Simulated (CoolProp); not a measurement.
Vapour-liquid equilibrium of n-butane (1) + cis-2-butene (2) at 793 kPa; x and y are mole fractions of (1).

The numbers come from the multi-fluid Helmholtz-energy mixture model, Bücker 2006 and Lemmon 2005; pair parameters Bell 2016 in CoolProp.

Task: Give the bubble temperature and the first vapour's composition at x = 0.35, 0.45, 0.55. Is there an azeotrope?

Result: x = 0.35: 344.1 K, y = 0.369; x = 0.45: 343.7 K, y = 0.468; x = 0.55: 343.3 K, y = 0.565. No azeotrope shows between x = 0.05 and 0.95.

Pair parameters are fitted to limited data, so mixtures are less certain than the pure fluids.
